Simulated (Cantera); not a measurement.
Input: 1 mol Si, 1.6 mol HCl, 66 mol H2, at 402 °C and 0.133 bar.

Cantera equilibrium calculation (NASA polynomials, part measured and part estimated; ideal gas, pure solids and liquids). Candidate condensed phases: Si; 19 gas species. The numbers say what is thermodynamically allowed, not how fast it happens.

What is the equilibrium state?


```json
{
  "x(H2)": "0.993",
  "x(SiCl4)": "0.00342",
  "x(SiHCl3)": "0.00321",
  "x(SiH2Cl2)": "0.000186",
  "x(HCl)": "0.000139",
  "x(SiH3Cl)": "2.27e-6",
  "n(Si(s))": "0.542 mol",
  "gas_amount": "67.14 mol"
}
```
